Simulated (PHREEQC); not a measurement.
## Acid rinse or clean: an equilibrium model

A solution holds 0.0029 mol/kgw H2SO4, 1.7e-05 mol/kgw CuSO4 and 1.9e-05 mol/kgw CuCl2, at 25 °C. Closed to the air; pH follows from the charge balance.

The numbers come from PHREEQC with the ion-association model, phreeqc.dat.

| Item | Value |
|---|---|
| pH | 2.33 |
| ionic strength | 0.00730 mol/kgw |
| specific conductance | 2010 µS/cm |
| total alkalinity | -5.80 meq/kg |

```
species  molality  activity   log γ
-------  --------  --------  ------
H+        0.00505   0.00466  -0.035
SO4-2     0.00216   0.00152  -0.153
HSO4-    0.000752  0.000687  -0.039
Cl-       3.80e-5   3.47e-5  -0.039
Cu+2      2.95e-5   2.09e-5  -0.149
CuSO4     6.48e-6   6.49e-6   0.001
CuCl+     2.14e-9   1.96e-9  -0.039
```

No solid was allowed to form. Species that the database lacks are ignored.
